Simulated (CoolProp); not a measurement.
The fluid at 231.32 K and 0.133 MPa is throttled through a valve to 0.0373 MPa with no heat exchange. The same conditions are run with several fluids, on thermodynamics alone (safety and materials aside).

Computed with CoolProp (reference Helmholtz-energy equation of state of each fluid (nitrogen: Span 2000; hydrogen sulfide: Lemmon 2006; dry air: Lemmon 2000; hydrogen chloride: Thol 2018; carbon dioxide: Span 1996)). Blends and air are pseudo-pure fits.

```tsv
fluid	temperature change (K)	final density (kg/m³)
nitrogen	-0.3	0.544
hydrogen sulfide	-3.1	0.674
dry air	(withheld)	(withheld)
hydrogen chloride	-3.0	0.720
carbon dioxide	(withheld)	0.865
```

**Question.** What belongs in the gaps?

**Answer.** 
- dry air, temperature change (K): -0.4
- dry air, final density (kg/m³): 0.563
- carbon dioxide, temperature change (K): -2.1
